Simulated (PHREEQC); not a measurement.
3.9 g of hydrous ferric oxide (600 m²/g; 0.2 weak and 0.005 strong sites per Fe, Dzombak-Morel constants, diffuse double layer) in 1 kg of water with 0.1 mol/kgw of an inert sodium salt and 9e-06 mol/kgw SrCl2 and 4.7e-05 mol/kgw CuCl2, at 25 °C; the pH is set by adding NaOH or the inert anion's acid. Oxygen is held at 0.21 atm. No CO2 enters from the air. Nothing may precipitate in this run.

The series has 17 steps of pH, from 3 to 9.

All values are PHREEQC results (ion-association model, wateq4f.dat), not measurements.

Problem. Near which pH is half of the Sr sorbed, and on which side is more sorbed?

Solution. Near pH 7.7, with more sorbed at higher pH.

Problem. Near which pH is half of the Cu sorbed, and on which side is more sorbed?

Solution. Near pH 4.3, with more sorbed at higher pH.

The database's constant for dissolved Cu(OH)2 is higher than later reviews accept. The oxide is taken as insoluble; below pH 4 it would dissolve.
